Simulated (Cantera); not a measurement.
Feed: 1 mol FeS2, a varied amount of SO2, 0.21 mol H2O, 9.3 mol O2, at 1523.15 K and 0.0133 bar.

Method: chemical equilibrium by Gibbs-energy minimisation in Cantera with the NASA 1993 tables (ideal gas, pure condensed phases). Candidate condensed phases: Fe, FeO, Fe(OH)2, Fe(OH)3, FeS, FeSO4, FeS2, Fe2O3, Fe2(SO4)3, Fe3O4, H2O, H2SO4, S; 22 gas species. Kinetics and transport are ignored.

Problem. Which condensed phases are stable at each of these points (n(SO2) (mol)): 0.095, 0.13, 0.17, 0.24, 0.32, 0.44, 0.59?

Solution. 
| n(SO2) (mol) | condensed phases | Fe condensed (%) |
|---|---|---|
| 0.095 | Fe2O3(s) | 100.0 |
| 0.13 | Fe2O3(s) | 100.0 |
| 0.17 | Fe2O3(s) | 100.0 |
| 0.24 | Fe2O3(s) | 100.0 |
| 0.32 | Fe2O3(s) | 100.0 |
| 0.44 | Fe2O3(s) | 100.0 |
| 0.59 | Fe3O4(s) | 100.0 |

From 0.095 mol SO2 to 0.44 mol SO2 the condensed part is Fe2O3(s). At 0.59 mol SO2 the condensed part is Fe3O4(s).
